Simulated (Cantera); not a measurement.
A perfectly stirred reactor is fed with C3H8 : O2 : N2 = 1 : 2.94 : 11.1 (molar parts), at 10.0 bar; it is adiabatic with a 425 K inlet, and is followed from long to short residence time, starting on the burning branch (τ in s: 0.081, 0.035, 0.015, 0.0063, 0.0027, 0.0012, 0.0005, 0.00021, 9.1e-05, 3.9e-05).

Detailed kinetics in Cantera: GRI-Mech 3.0 (53 species, 325 reactions). GRI-Mech 3.0 was tuned for natural gas; its chemistry of propane as a main component is partial and can be far from experiment.

### Question
Predict: blow-out, bracketed by the residence times tried; x(C3H8) at τ = 81.0 ms; x(O2) at τ = 81.0 ms; x(CH4) at τ = 81.0 ms; x(CH2CO) at τ = 81.0 ms; x(H2O) at τ = 81.0 ms; x(C3H8) at τ = 1.20 ms; x(O2) at τ = 1.20 ms; x(CH4) at τ = 1.20 ms; x(CH2CO) at τ = 1.20 ms; x(H2O) at τ = 1.20 ms.

### Answer
```json
{
 "blow_out_bracketed_by_the_residence_times_tried": "burning at 0.210 ms, out at 91.0 µs",
 "x(C3H8) at τ = 81.0 ms": "5.43e-7",
 "x(O2) at τ = 81.0 ms": "0.000120",
 "x(CH4) at τ = 81.0 ms": "0.00281",
 "x(CH2CO) at τ = 81.0 ms": "7.05e-6",
 "x(H2O) at τ = 81.0 ms": "0.129",
 "x(C3H8) at τ = 1.20 ms": "2.95e-5",
 "x(O2) at τ = 1.20 ms": "0.00362",
 "x(CH4) at τ = 1.20 ms": "0.00725",
 "x(CH2CO) at τ = 1.20 ms": "0.000173",
 "x(H2O) at τ = 1.20 ms": "0.144"
}
```
